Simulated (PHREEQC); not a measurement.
4.2 g of hydrous ferric oxide (600 m²/g; 0.2 weak and 0.005 strong sites per Fe, Dzombak-Morel constants, diffuse double layer) in 1 kg of water with 0.005 mol/kgw of an inert sodium salt, at 25 °C; the pH is set by adding NaOH or the inert anion's acid. Oxygen is held at 0.21 atm. No CO2 enters from the air. No solid was allowed to form.

Base run: PHREEQC, ion-association model, wateq4f.dat. Each further column changes one thing. The table gives surface charge σ (C/m²).

```
pH    base  background salt from 0.005 to 0.0005 mol/kgw
--  ------  --------------------------------------------
3    0.322                                             …
4    0.202                                             …
5    0.097                                         0.054
6    0.039                                             …
7    0.013                                             …
8    0.001                                             …
9   -0.009                                             …
10  -0.031                                        -0.013
11  -0.086                                        -0.057
```

**Question.** Complete the blanks.

**Answer.** 
- 3, background salt from 0.005 to 0.0005 mol/kgw: 0.298
- 4, background salt from 0.005 to 0.0005 mol/kgw: 0.151
- 6, background salt from 0.005 to 0.0005 mol/kgw: 0.016
- 7, background salt from 0.005 to 0.0005 mol/kgw: 0.004
- 8, background salt from 0.005 to 0.0005 mol/kgw: 0.000
- 9, background salt from 0.005 to 0.0005 mol/kgw: -0.003

The oxide is taken as insoluble; below pH 4 it would dissolve.
